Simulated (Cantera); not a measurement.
Low-pressure radical oxidation in H2/O2

A perfectly stirred reactor is fed with 2.91 % H2, 97.1 % O2, equivalence ratio 0.015, at 2670 Pa; it is held at 1400 K, and followed from long to short residence time.

Model: the H2/O2 subset of GRI-Mech 3.0, which has no nitrogen chemistry, integrated in Cantera. Radical loss at walls, strong at low pressure, is not modelled.

```
τ (s)       x H2   x O2    x HO2      x O   x H2O2   x H2O       x H
------  --------  -----  -------  -------  -------  ------  --------
0.61     6.74e-5  0.967  8.42e-7  0.00301  2.97e-8  0.0287  0.000104
0.29    0.000104  0.965  1.09e-6  0.00469  3.61e-8  0.0284  0.000202
0.14    0.000156  0.962  1.36e-6  0.00700  4.26e-8  0.0280  0.000369
0.065   0.000235  0.959  1.64e-6   0.0102  4.91e-8  0.0275  0.000648
0.031   0.000344  0.955  1.90e-6   0.0136  5.48e-8  0.0270   0.00101
0.015   0.000502  0.952  2.10e-6   0.0166  6.01e-8  0.0264   0.00141
0.0069  0.000784  0.949  2.29e-6   0.0189  6.64e-8  0.0256   0.00182
0.0033   0.00128  0.948  2.45e-6   0.0198  7.46e-8  0.0247   0.00216
```
x: mole fraction; the columns are a selection and need not sum to one.
